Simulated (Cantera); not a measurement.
Input (Python, Cantera) and output of one run.

```python
import numpy as np
import cantera as ct

gas_names = """
    C2H4 CH4
""".split()
cond_names = """
    Ta(cr) Ta(L) TaC(s) TaC(L)
""".split()


# ... load() reads the species with a 1 bar reference pressure and builds the phases ...
species = {s.name: s for s in load("nasa_gas.yaml", gas_names) + load("nasa_condensed.yaml", cond_names)}
# Each term lists the table entries of one substance; the one whose range holds T is used.
reactions = {
    'Ta + C2H4(g) = CH4(g) + TaC':
        [(-1, ['Ta(cr)', 'Ta(L)']), (-1, ['C2H4']), (1, ['CH4']), (1, ['TaC(s)', 'TaC(L)'])],
}


def pick(names, T):
    return next(species[n] for n in names if species[n].thermo.min_temp <= T <= species[n].thermo.max_temp)


results = []
for label, terms in reactions.items():
    print(label)
    print("     T/K   dH/kJ  dS/(J/K)   dG/kJ   log10 K")
    for T in [1248, 1398, 1548, 1698, 1848, 1998, 2148, 2298, 2448]:
        used = [(nu, pick(names, T)) for nu, names in terms]
        dH = sum(nu * s.thermo.h(T) for nu, s in used) / 1e6
        dS = sum(nu * s.thermo.s(T) for nu, s in used) / 1e3
        dG = dH - T * dS / 1e3
        logK = -dG * 1e6 / (ct.gas_constant * T * np.log(10))
        results.append((label, T, dH, dS, dG, logK, [s.name for _, s in used]))
        print(f"{T:8g} {dH:8.1f} {dS:8.1f} {dG:8.1f} {logK:8.2f}")
```

Result:

```
Ta + C2H4(g) = CH4(g) + TaC
     T/K   dH/kJ  dS/(J/K)   dG/kJ   log10 K
    1248   -268.7    -28.2   -233.5     9.77
    1398   -267.9    -27.6   -229.3     8.57
    1548   -267.0    -27.0   -225.2     7.60
    1698   -265.9    -26.3   -221.3     6.81
    1848   -264.7    -25.6   -217.4     6.14
    1998   -263.3    -24.9   -213.6     5.58
    2148   -261.7    -24.1   -209.9     5.10
    2298   -260.0    -23.4   -206.3     4.69
    2448   -258.2    -22.6   -202.9     4.33
```

Source: NASA polynomial tables (part measured, part estimated), evaluated in Cantera. TaC: taken at fixed stoichiometry. Condensed species are held in their standard states even where they would react or evaporate.
